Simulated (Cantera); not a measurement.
An isothermal, constant-pressure homogeneous reactor starts with NO : N₂ = 1 : 0.64 (molar parts), at 1850 K and 0.0263 atm. Integrator tolerance rtol = 1e-08.

Computed with Cantera and GRI-Mech 3.0 (53 species, 325 reactions). Radical loss at walls, strong at low pressure, is not modelled.

**Question.** What does this change do: pressure from 0.0263 atm to 0.132 atm?

**Answer.** 
```csv
quantity,before,after
x(NO) at 70.0 s,0.142 (gas-phase equilibrium 0.00553),0.0257 (gas-phase equilibrium 0.00553)
x(O₂) at 70.0 s,0.234 (gas-phase equilibrium 0.302),0.292 (gas-phase equilibrium 0.302)
x(N₂O) at 70.0 s,5.47e-6 (gas-phase equilibrium 4.83e-8),3.15e-7 (gas-phase equilibrium 1.08e-7)
x(NO₂) at 70.0 s,5.48e-5 (gas-phase equilibrium 2.45e-6),2.50e-5 (gas-phase equilibrium 5.48e-6)
x(N₂) at 70.0 s,0.624 (gas-phase equilibrium 0.692),0.682 (gas-phase equilibrium 0.692)
x(O) at 70.0 s,0.000581 (gas-phase equilibrium 0.000653),0.000287 (gas-phase equilibrium 0.000292)
```

**Question.** What does this change do: N2 0.64 to 5.7 parts?

**Answer.** 
```tsv
quantity	before	after
x(NO) at 70.0 s	0.142 (gas-phase equilibrium 0.00553)	0.0870 (gas-phase equilibrium 0.00314)
x(O₂) at 70.0 s	0.234 (gas-phase equilibrium 0.302)	0.0310 (gas-phase equilibrium 0.0729)
x(N₂O) at 70.0 s	5.47e-6 (gas-phase equilibrium 4.83e-8)	2.67e-6 (gas-phase equilibrium 3.17e-8)
x(NO₂) at 70.0 s	5.48e-5 (gas-phase equilibrium 2.45e-6)	1.23e-5 (gas-phase equilibrium 6.83e-7)
x(N₂) at 70.0 s	0.624 (gas-phase equilibrium 0.692)	0.882 (gas-phase equilibrium 0.924)
x(O) at 70.0 s	0.000581 (gas-phase equilibrium 0.000653)	0.000217 (gas-phase equilibrium 0.000321)
```
